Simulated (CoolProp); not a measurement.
A closed Brayton cycle with nitrogen: compressor inlet 321.15 K and 4.9 MPa, high pressure 9.21 MPa, turbine inlet 645 K, compressor efficiency 0.85, turbine efficiency 0.9, recuperator effectiveness 0.95 (on enthalpy, no pinch check). Each further row changes one setting.

The numbers come from the reference Helmholtz-energy equation of state, Span 2000 in CoolProp.

```json
[
 {"case": "as stated", "thermal efficiency (%)": "20.7", "net work (kJ/kg)": "23.8", "compressor to turbine work": "0.77", "compressor exit (K)": "396.7", "turbine exit (K)": "551.5"},
 {"case": "turbine inlet 595 K", "thermal efficiency (%)": "15.1", "net work (kJ/kg)": "15.7", "compressor to turbine work": "0.83", "compressor exit (K)": "396.7", "turbine exit (K)": "507.9"},
 {"case": "compressor inlet 331.15 K", "thermal efficiency (%)": "18.6", "net work (kJ/kg)": "21.2", "compressor to turbine work": "0.79", "compressor exit (K)": "408.9", "turbine exit (K)": "551.5"},
 {"case": "high pressure 7.83 MPa", "thermal efficiency (%)": "22.7", "net work (kJ/kg)": "20.8", "compressor to turbine work": "0.73", "compressor exit (K)": "375.9", "turbine exit (K)": "574.2"},
 {"case": "recuperator effectiveness 0.5", "thermal efficiency (%)": "12.5", "net work (kJ/kg)": "23.8", "compressor to turbine work": "0.77", "compressor exit (K)": "396.7", "turbine exit (K)": "551.5"}
]
```
